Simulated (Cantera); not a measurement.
What does this Cantera script print?

```python
import numpy as np
import cantera as ct

gas_names = """
    CL CL2 H HCL H2 Si SiCL SiCL2 SiCL3 SiCL4 SiH SiHCL3 SiH2 SiH2CL2 SiH3 SiH3CL SiH4 Si2 Si3
""".split()
cond_names = """
    Si(cr) Si(L)
""".split()


# ... load() reads the species with a 1 bar reference pressure and builds the phases ...
atoms = {
    'Si2H6': {'Si': 2, 'H': 6},
    'HCl': {'H': 1, 'CL': 1},
    'H2': {'H': 2},
}
top_T = {}  # K; cautious upper limits of use, not melting points


# ... equilibrate(T, P, feed) seeds the gas with the atoms and calls Mixture.equilibrate('TP', solver="vcs", rtol=1e-11, max_steps=5000) ...
results = []
feed = {'Si2H6': 1, 'HCl': 0.51, 'H2': 110}  # mol
P = 50000  # Pa
for T in [823, 898, 973, 1048, 1123, 1198, 1273, 1348, 1423, 1498, 1573, 1648, 1723]:
    mix = equilibrate(T, P, feed)
    results.append((T, P, feed, dict(zip(mix.species_names, mix.species_moles))))

top = {s: max(r[3][s] / sum(r[3][g] for g in gas_names) for r in results) for s in gas_names}
cols = sorted((s for s in top if top[s] > 1e-05), key=lambda s: -top[s])[:5]
seen = [c for c in cond_names if any(r[3].get(c, 0) > 1e-12 for r in results)]
print("log10 of partial pressures in bar; condensed amounts in mol")
print(f"{'T/K':>10s}" + "".join(f"{s[:9]:>10s}" for s in cols + seen))
for T, P, feed, n in results:
    ng = sum(n[g] for g in gas_names)
    print(f"{T:10.4g}" + "".join(f"{np.log10(max(n[s] / ng * P / 1e5, 1e-99)):10.3f}" for s in cols)
          + "".join(f"{n.get(c, 0):10.4g}" for c in seen))
```

Result:

```
log10 of partial pressures in bar; condensed amounts in mol
       T/K        H2       HCL    SiHCL3     SiCL4         H    Si(cr)     Si(L)
       823    -0.302    -3.553    -3.424    -3.758   -11.286     1.859         0
       898    -0.302    -3.202    -3.512    -3.856   -10.112     1.883         0
       973    -0.302    -2.938    -3.683    -4.067    -9.117     1.919         0
      1048    -0.303    -2.768    -3.997    -4.473    -8.263     1.958         0
      1123    -0.303    -2.692    -4.478    -5.101    -7.522     1.981         0
      1198    -0.303    -2.668    -5.028    -5.823    -6.872      1.99         0
      1273    -0.303    -2.662    -5.555    -6.516    -6.298     1.992         0
      1348    -0.303    -2.661    -6.034    -7.146    -5.787     1.993         0
      1423    -0.303    -2.661    -6.466    -7.713    -5.329     1.993         0
      1498    -0.303    -2.661    -6.854    -8.224    -4.916     1.992         0
      1573    -0.303    -2.662    -7.205    -8.686    -4.542     1.992         0
      1648    -0.303    -2.662    -7.524    -9.106    -4.202     1.991         0
      1723    -0.303    -2.662    -7.842    -9.515    -3.891         0      1.99
```

Cantera equilibrium calculation (NASA polynomials, part measured and part estimated; ideal gas, pure solids and liquids). The feed counts by its element totals alone. Gases not in the tables: Si2H6 and higher silanes.
